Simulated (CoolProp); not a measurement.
Properties of CHF3 (R23) at several states (Tc = 26.1 °C, pc = 4.832 MPa, ω = 0.263).

Model: reference Helmholtz-energy equation of state, Penoncello 2003, in CoolProp.

| T (°C) | p (MPa) | phase | density (kg/m³) | Joule-Thomson coefficient (K/MPa) | fugacity coefficient |
|---|---|---|---|---|---|
| -85.95 | 0.111 | liquid | 1461 | -0.2874 | 0.6986 |
| -80.65 | 0.0937 | gas | ___ | 64.78 | ___ |
| 48.25 | 16.8 | supercritical | ___ | 0.6514 | 0.3606 |
| -82.65 | 0.277 | liquid | 1448 | -0.2789 | 0.3406 |
| 20.75 | 15.8 | liquid | ___ | 0.2457 | 0.2514 |
| 162.45 | 0.849 | gas | 16.68 | 4.415 | 0.9843 |

Question: What belongs in the gaps?

Answer: 
- -80.65, density (kg/m³): 4.260
- -80.65, fugacity coefficient: 0.9640
- 48.25, density (kg/m³): 935.9
- 20.75, density (kg/m³): 1072
